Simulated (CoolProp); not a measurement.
Vapour-liquid equilibrium of R22 (1) + C3F8 (R218) (2) at 2 bar; x and y are mole fractions of (1).

Values from CoolProp's multi-fluid Helmholtz-energy mixture model, Kamei 1995 and Lemmon 2006; pair parameters Bell 2016.

```tsv
x	bubble temperature (K)	y at the bubble point	dew temperature at overall composition x (K)	liquid density (mol/L)
0.05	249.8	0.139	251.6	8.473
0.15	245.9	0.325	249.6	8.978
0.25	243.6	0.435	247.5	9.502
0.35	242.3	0.504	245.4	10.06
0.45	241.7	0.550	243.3	10.68
0.55	241.4	0.584	241.7	11.37
0.65	241.4	0.616	241.7	12.16
0.75	241.7	0.654	243.2	13.06
0.85	242.6	0.719	245.1	14.07
0.95	245.3	0.860	247.0	15.18
```

y crosses x between x = 0.55 and 0.65: the model has an azeotrope there.

Pair parameters are fitted to limited data, so mixtures are less certain than the pure fluids.
